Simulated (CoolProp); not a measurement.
Model: reference Helmholtz-energy equation of state, Leachman 2009, in CoolProp.

**Question.** Give the vapour pressure (bar), enthalpy of vaporisation (kJ/kg), liquid viscosity (µPa s) of saturated normal hydrogen at 30 K.

**Answer.** 
```
T (K)  p (bar)  enthalpy of vaporisation (kJ/kg)  liquid viscosity (µPa s)
-----  -------  --------------------------------  ------------------------
30        8.04                               301                      6.38
```

Viscosity comes from a separate model (Muzny 2013).
